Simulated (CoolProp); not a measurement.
Vapour-liquid equilibrium of CHF3 (R23) (1) + R22 (2) at 0.0287 MPa; x and y are mole fractions of (1).

Values from CoolProp's multi-fluid Helmholtz-energy mixture model, Penoncello 2003 and Kamei 1995; pair parameters Bell 2016.

Give the bubble temperature and the first vapour's composition at x = 0.125, 0.2, 0.35. Is there an azeotrope?

x = 0.125: -79.5 °C, y = 0.668; x = 0.2: -84.5 °C, y = 0.788; x = 0.35: -90.7 °C, y = 0.891. No azeotrope shows between x = 0.05 and 0.95.

The pair parameters rest on a limited set of measurements; away from them the model extrapolates.
